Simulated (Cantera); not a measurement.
## Moist CO burnout

An isothermal, constant-pressure homogeneous reactor starts with CO : O2 : H2O : N2 = 0.0018 : 0.0038 : 0.0001 : 1 (molar parts), equivalence ratio 0.24, at 1450 K and 0.681 atm.

Detailed kinetics in Cantera: GRI-Mech 3.0 (53 species, 325 reactions).

```
t (s)        x CO     x O2    x H2O     x N2O     x CO2      x H2      x NO
--------  -------  -------  -------  --------  --------  --------  --------
0.000100  0.00179  0.00378  9.94e-5    <1e-12  6.05e-10    <1e-12    <1e-12
0.000427  0.00179  0.00378  9.94e-5    <1e-12   2.61e-9    <1e-12    <1e-12
0.00182   0.00179  0.00378  9.94e-5  6.30e-12   1.28e-8  6.51e-12    <1e-12
0.00777   0.00179  0.00378  9.94e-5  2.48e-10   2.51e-7  8.46e-10  2.25e-12
0.0331    0.00121  0.00335  6.81e-5   6.70e-7  0.000577   2.75e-6   1.94e-7
0.141     8.48e-5  0.00290  9.19e-5   8.39e-7   0.00171   7.76e-7   2.66e-6
0.603     5.19e-6  0.00288  9.78e-5   2.49e-7   0.00179   6.54e-8   3.14e-6
2.57      4.74e-7  0.00288  9.89e-5   3.07e-8   0.00179   8.72e-9   3.19e-6
11.0      1.11e-7  0.00288  9.92e-5   8.65e-9   0.00179   2.51e-9   3.21e-6
46.9      9.10e-8  0.00288  9.92e-5   7.31e-9   0.00179   2.12e-9   3.24e-6
200       9.10e-8  0.00288  9.92e-5   7.30e-9   0.00179   2.12e-9   3.35e-6
```
x: mole fraction; the columns are a selection and need not sum to one.

Equilibrium at this temperature and pressure: CO 9.20e-8, O2 0.00282, H2O 9.92e-5, N2O 7.24e-9, CO2 0.00179, H2 2.14e-9, NO 0.000124 (gas phase only).
